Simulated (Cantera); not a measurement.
A closed system holds: 1 mol SiH2Cl2, 0.93 mol C2H2, 21 mol H2, held at 188 Torr.

These are equilibrium values from Cantera (NASA tables, ideal gas, pure condensed phases), not measurements of a reactor. Candidate condensed phases: C, C6H6, C7H8, C8H18, Si, SiC; 109 gas species. Gases not in the tables: Si2H6 and higher silanes. Kinetics and transport are ignored.

What share of the Si ends up in condensed phases as a function of T (°C), at 1202, 1302, 1402, 1502, 1602, 1702, 1802, 1902, 2002, 2102, 2202, 2302?


```
T (°C)  Si condensed (%)      as
------  ----------------  ------
1202                99.5  SiC(s)
1302                99.4  SiC(s)
1402                99.1  SiC(s)
1502                98.7  SiC(s)
1602                98.3  SiC(s)
1702                97.8  SiC(s)
1802                97.1  SiC(s)
1902                96.1  SiC(s)
2002                94.1  SiC(s)
2102                89.7  SiC(s)
2202                78.3  SiC(s)
2302                48.4  SiC(s)
```
